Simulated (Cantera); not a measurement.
**CaCO3 + H2O (calcination and drying)**

Input: 1 mol CaCO3, 4.3 mol H2O, equilibrated at 26.0 Pa.

Cantera equilibrium calculation (NASA polynomials, part measured and part estimated; ideal gas, pure solids and liquids). Candidate condensed phases: C, C6H6, C7H8, C8H18, Ca, CaCO3, CaO, Ca(OH)2, H2O; 115 gas species. Rates play no part.

From 1075 °C to 1575 °C the condensed part is CaO(s). The main Ca-bearing gas is Ca(OH)2 throughout.

```
T (°C)  x H2O  x CO2      x H2      x CO      x O2      x OH       x H  n CaO(s)
------  -----  -----  --------  --------  --------  --------  --------  --------
1075    0.810  0.188  0.000523  0.000238  0.000360   8.19e-5   3.28e-6      1.00
1125    0.810  0.188  0.000881  0.000443  0.000624  0.000158   8.71e-6     1.000
1175    0.809  0.188   0.00143  0.000787   0.00104  0.000291   2.16e-5     1.000
1225    0.807  0.187   0.00225   0.00134   0.00168  0.000514   5.06e-5     1.000
1275    0.805  0.186   0.00344   0.00221   0.00262  0.000876  0.000112     1.000
1325    0.801  0.184   0.00510   0.00352   0.00398   0.00144  0.000236     1.000
1375    0.797  0.182   0.00739   0.00541   0.00588   0.00230  0.000475     1.000
1425    0.790  0.179    0.0105   0.00807   0.00848   0.00356  0.000917     1.000
1475    0.780  0.174    0.0145    0.0117    0.0119   0.00536   0.00171     1.000
1525    0.768  0.168    0.0197    0.0164    0.0164   0.00786   0.00306     1.000
1575    0.751  0.160    0.0262    0.0224    0.0219    0.0112   0.00532     1.000
```
x: gas mole fraction; n: condensed amount in mol.
